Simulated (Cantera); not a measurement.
A freely propagating, adiabatic, planar premixed flame of 45.7 % H2, 11.4 % O2, 42.9 % N2, unburnt at 550 K and 323 Torr; multicomponent+Soret transport, grid criteria slope 0.08 and curve 0.16, no radiation.

Computed with Cantera and the H2/O2 subset of GRI-Mech 3.0, which has no nitrogen chemistry. Burning velocities carry a grid error of a few per cent, more on coarse grids.

x: mole fraction of selected species; z is measured from the peak of heat release.

```tsv
z (mm)	T (K)	u (m/s)	x H2	x O2	x HO2	x H2O2	x H	x OH
-3.87	550	6.68	0.457	0.114	<1e-8	<1e-8	<1e-8	<1e-8
-2.58	550	6.68	0.457	0.114	<1e-8	<1e-8	<1e-8	<1e-8
-1.93	550	6.68	0.457	0.114	<1e-8	<1e-8	<1e-8	<1e-8
-1.29	550	6.68	0.457	0.114	5.72e-7	<1e-8	1.04e-7	<1e-8
-0.645	568	6.83	0.450	0.115	0.000142	2.49e-6	0.000337	6.14e-5
-0.322	757	8.88	0.417	0.110	8.41e-5	4.19e-6	0.00938	0.000439
0	___	13.2	___	___	___	___	___	___
0.322	1421	16.2	0.206	0.0120	5.51e-6	5.10e-7	0.104	0.00369
0.645	1528	17.4	0.195	0.00201	8.77e-7	3.58e-7	0.104	0.00406
1.29	1637	18.5	0.202	0.000923	3.79e-7	2.67e-7	0.0911	0.00464
2.58	1758	19.7	0.213	0.000691	2.67e-7	1.67e-7	0.0744	0.00501
5.16	1881	20.9	0.223	0.000456	1.76e-7	9.05e-8	0.0573	0.00492
10.3	1993	21.9	0.233	0.000260	1.07e-7	4.62e-8	0.0414	0.00433
```

Problem. Fill in the missing entries.

Solution. 
- 0, T (K): 1153
- 0, x H2: 0.305
- 0, x O2: 0.0680
- 0, x HO2: 3.22e-5
- 0, x H2O2: 7.92e-7
- 0, x H: 0.0613
- 0, x OH: 0.00198
